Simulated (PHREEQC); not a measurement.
NaCl is added in steps, without added water, to 1 kg of water holding 0.022 mol/kgw H2SO4, 0.0047 mol/kgw Li2SO4 and 0.13 mol/kgw MgSO4, at 55 °C. Oxygen is held at 0.21 atm. The system is closed to CO2. The run lets Halite precipitate or redissolve, and no other solid.

Base run: PHREEQC, ion-association model, phreeqc.dat. Each further column changes one thing. The table gives pH.

```csv
NaCl added (mol),base,diluted 5-fold with water,MgSO4 from 0.13 to 0.195 mol/kgw,no solid may form
0,2.01,2.46,2.08,2.01
0.0078,2.00,2.46,2.08,2.00
0.0117,2.00,2.46,2.08,2.00
0.0195,2.00,2.46,2.07,2.00
0.0234,2.00,2.45,2.07,2.00
0.0312,2.00,2.45,2.07,2.00
0.0351,2.00,2.45,2.07,2.00
0.0429,1.99,2.45,2.07,1.99
0.0468,1.99,2.45,2.07,1.99
0.0546,1.99,2.45,2.06,1.99
0.0585,1.99,2.45,2.06,1.99
0.0663,1.99,2.44,2.06,1.99
0.0702,1.99,2.44,2.06,1.99
0.078,1.99,2.44,2.06,1.99
```

Away from 25 °C the constants follow the database's enthalpies or fits; those with neither stay at their 25 °C values.
